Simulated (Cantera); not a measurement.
Abatement and gas-phase synthesis: H2O + H2 + SO2

Charge: 1 mol H2O, 11 mol H2, 0.82 mol SO2, held at 1330 Pa.

These are equilibrium values from Cantera (NASA tables, ideal gas, pure condensed phases), not measurements of a reactor. Candidate condensed phases: H2O, H2SO4, S; 19 gas species. Kinetics and transport are ignored.

```
T (K)  log p H2  log p H2O  log p H  log p H2S  log p S2  log p SO  log p S  log p SH
-----  --------  ---------  -------  ---------  --------  --------  -------  --------
1448      -2.01      -2.54    -6.04      -3.24     -3.81     -6.07    -6.57     -4.79
1548      -2.01      -2.54    -5.52      -3.38     -3.66     -5.56    -5.99     -4.54
1648      -2.01      -2.55    -5.05      -3.52     -3.58     -5.13    -5.50     -4.35
1748      -2.00      -2.55    -4.64      -3.67     -3.55     -4.78    -5.09     -4.20
1848      -2.00      -2.56    -4.28      -3.81     -3.55     -4.48    -4.74     -4.08
1948      -2.00      -2.57    -3.95      -3.96     -3.58     -4.22    -4.44     -3.99
2048      -2.01      -2.58    -3.65      -4.11     -3.64     -4.01    -4.18     -3.92
2148      -2.01      -2.60    -3.39      -4.27     -3.73     -3.85    -3.97     -3.89
2248      -2.02      -2.63    -3.14      -4.45     -3.88     -3.72    -3.81     -3.88
2348      -2.04      -2.65    -2.93      -4.65     -4.07     -3.64    -3.69     -3.91
```
log p: log10 of the partial pressure in bar; nothing condenses.

From 1448 K to 2348 K nothing is condensed.
